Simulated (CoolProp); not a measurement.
The fluid at 298.15 K and 0.558 MPa flows at 0.15 m/s in a round tube of 4.6 mm bore and 15 µm roughness, fully developed (64/Re and Nu = 3.66 if laminar; Colebrook and Gnielinski if turbulent). The same conditions are run with several fluids, on thermodynamics alone (safety and materials aside).

The numbers come from the reference Helmholtz-energy equation of state of each fluid (R507A: Lemmon 2003; propylene: Lemmon 2013; R125: Lemmon 2005; R143a: Lemmon and Jacobsen 2000; R410A: Lemmon 2003) in CoolProp. Blends and air are pseudo-pure fits.

```
fluid      Reynolds number  Darcy friction factor  pressure drop (Pa/m)  heat-transfer coefficient (W/(m² K))  mass flow (kg/h)
---------  ---------------  ---------------------  --------------------  ------------------------------------  ----------------
R507A                 1380                      …                     …                                  11.2             0.221
propylene              830                      …                  1.95                                  13.9                 …
R125                  1570                 0.0407                  2.95                                  11.3             0.266
R143a                 1290                 0.0496                  2.55                                     …             0.188
R410A                    …                 0.0684                  2.96                                     …             0.159
```

Problem. Fill in the missing entries.

Solution. 
- R507A, Darcy friction factor: 0.0464
- R507A, pressure drop (Pa/m): 2.79
- propylene, Darcy friction factor: 0.0771
- propylene, mass flow (kg/h): 0.0929
- R143a, heat-transfer coefficient (W/(m² K)): 12.1
- R410A, Reynolds number: 936
- R410A, heat-transfer coefficient (W/(m² K)): 11.0

Transport values come from each fluid's own correlations; those of propylene, R143a are estimates that may be off by 10 % or more.
